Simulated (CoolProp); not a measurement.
Cyclopentane at several states: Z from the reference equation and from simpler models built on Tc = 511.7 K, pc = 4.583 MPa, ω = 0.202; each cubic takes its own stable root.

The numbers come from the reference Helmholtz-energy equation of state, Gedanitz 2015 in CoolProp.

| T (K) | p (MPa) | phase | reference |
|---|---|---|---|
| 237.7 | 26.5 | liquid | 1.157 |
| 299.4 | 16.8 | liquid | 0.6275 |
| 397.2 | 5.72 | liquid | 0.1893 |
| 368.3 | 11.8 | liquid | 0.3951 |
| 260.6 | 2.41 | liquid | 0.1002 |
| 444.9 | 0.0409 | gas | 0.9950 |

Question: How far does each simpler model (van der Waals, Redlich-Kwong, Soave-Redlich-Kwong, Peng-Robinson) lie from the reference over these 6 states: mean and median of the absolute difference, and the worst?

Answer: 
- van der Waals: mean 43.7 %, median 51.6 %, worst +56.8 % at 260.6 K and 2.41 MPa
- Redlich-Kwong: mean 5.2 %, median 5.8 %, worst +8.2 % at 397.2 K and 5.72 MPa
- Soave-Redlich-Kwong: mean 3.7 %, median 4.2 %, worst +5.2 % at 397.2 K and 5.72 MPa
- Peng-Robinson: mean 6.0 %, median 7.0 %, worst -8.0 % at 368.3 K and 11.8 MPa
